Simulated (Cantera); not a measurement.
Feed: 1 mol CH₃SiH₃, 0.009 mol C₃H₈, 1100 mol H₂, 0.061 mol CH₄, at 13.3 mbar.

Cantera equilibrium calculation (NASA polynomials, part measured and part estimated; ideal gas, pure solids and liquids). Candidate condensed phases: C, C₆H₆, C₇H₈, C₈H₁₈, Si, SiC; 87 gas species. The feed counts by its element totals alone. The numbers say what is thermodynamically allowed, not how fast it happens.

At 1925 K, list the 4 most abundant gas species with their mole fractions, and the condensed phases.

H₂ 0.992, H 0.00824, Si 0.000113, C₂H₂ (acetylene) 0.000103. Condensed: SiC(s).
